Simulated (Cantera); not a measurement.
What does this Cantera script print?

```python
import numpy as np
import cantera as ct

gas = ct.Solution("gri30.yaml")
gas.TPX = 1600, 120000, {'CH4': 1, 'CO2': 3.7}
reactor = ct.IdealGasConstPressureReactor(gas, energy="off", clone=False)
net = ct.ReactorNet([reactor])
net.rtol, net.atol = 1e-08, 1e-18
show = ['CH4', 'CO2', 'C2H2', 'CH2O', 'C2H4']
times = np.geomspace(0.001, 100, 13)

steps = ct.SolutionArray(gas, extra=["t"])
rows = []
print(f"{'t/s':>10s}{'T/K':>9s}{'P/Pa':>11s}" + "".join(f"{s:>11s}" for s in show))
for t in times:
    while net.time < t:
        t_next = net.step()
        steps.append(gas.state, t=t_next)
    rows.append([np.interp(t, steps.t, y) for y in (steps.T, steps.P, *steps(*show).X.T)])
    print(f"{t:10.3e}{rows[-1][0]:9.1f}{rows[-1][1]:11.4g}" + "".join(f"{x:11.3e}" for x in rows[-1][2:]))
rate = np.gradient(steps.T, steps.t)
print("integrator steps:", len(steps.t))
if steps.T.max() > steps.T[0] + 200:
    print(f"time of steepest temperature rise: {steps.t[rate.argmax()]:.4e} s")
gas.TPX = 1600, 120000, {'CH4': 1, 'CO2': 3.7}
gas.equilibrate("TP")
print(f"equilibrium (TP): T = {gas.T:.1f} K  " + "  ".join(f"{s} {gas[s].X[0]:.3e}" for s in show))
```

Result:

```
       t/s      T/K       P/Pa        CH4        CO2       C2H2       CH2O       C2H4
 1.000e-03   1600.0    1.2e+05  2.101e-01  7.865e-01  2.704e-05  1.113e-05  4.494e-04
 2.610e-03   1600.0    1.2e+05  2.037e-01  7.836e-01  4.978e-04  2.146e-05  2.263e-03
 6.813e-03   1600.0    1.2e+05  1.862e-01  7.701e-01  5.072e-03  2.080e-05  5.196e-03
 1.778e-02   1600.0    1.2e+05  1.541e-01  7.311e-01  1.949e-02  1.626e-05  3.864e-03
 4.642e-02   1600.0    1.2e+05  1.054e-01  6.445e-01  4.038e-02  1.478e-05  2.098e-03
 1.212e-01   1600.0    1.2e+05  4.687e-02  5.043e-01  6.131e-02  1.757e-05  1.014e-03
 3.162e-01   1600.0    1.2e+05  1.522e-02  3.936e-01  5.768e-02  1.084e-05  5.083e-04
 8.254e-01   1600.0    1.2e+05  1.058e-02  3.189e-01  3.182e-02  3.727e-06  3.585e-04
 2.154e+00   1600.0    1.2e+05  6.672e-03  2.618e-01  1.031e-02  1.069e-06  1.494e-04
 5.623e+00   1600.0    1.2e+05  2.150e-03  2.331e-01  9.917e-04  2.248e-07  1.640e-05
 1.468e+01   1600.0    1.2e+05  9.801e-05  2.272e-01  2.386e-06  3.738e-08  4.037e-08
 3.831e+01   1600.0    1.2e+05  2.295e-08  2.270e-01  1.183e-12  2.996e-08  1.926e-14
 1.000e+02   1600.0    1.2e+05  9.381e-09  2.270e-01  3.719e-13  2.996e-08  6.036e-15
integrator steps: 2444
equilibrium (TP): T = 1600.0 K  CH4 9.963e-09  CO2 2.270e-01  C2H2 3.942e-13  CH2O 2.996e-08  C2H4 6.398e-15
```

Detailed kinetics in Cantera: GRI-Mech 3.0 (53 species, 325 reactions).
